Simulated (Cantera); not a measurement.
Feed: 1 mol Si2Cl6, 0.0052 mol Cl2, 830 mol H2, equilibrated at 875 K and 0.133 bar.

Cantera equilibrium calculation (NASA polynomials, part measured and part estimated; ideal gas, pure solids and liquids). Candidate condensed phases: Si; 19 gas species. The feed counts by its element totals alone. Equilibrium is a limit: real reactors are often held back by kinetics, nucleation or transport.

Base state: H2 0.997, HCl 0.00170, SiHCl3 0.000866, SiCl4 0.000674, SiH2Cl2 0.000102 (mole fractions); condensed: Si(s).

**Question.** What changes in the equilibrium state with this change: Si2Cl6 replaced by Si2H6?

**Answer.** 
| species | before | after |
|---|---|---|
| H2 | 0.997 | 1.000 |
| HCl | 0.00170 | 1.25e-5 |
| SiH2Cl2 | 0.000102 | 5.46e-9 |
| SiHCl3 | 0.000866 | <1e-9 |
| SiCl4 | 0.000674 | <1e-9 |
| Si(s), mol | 0.624 | 2.00 |
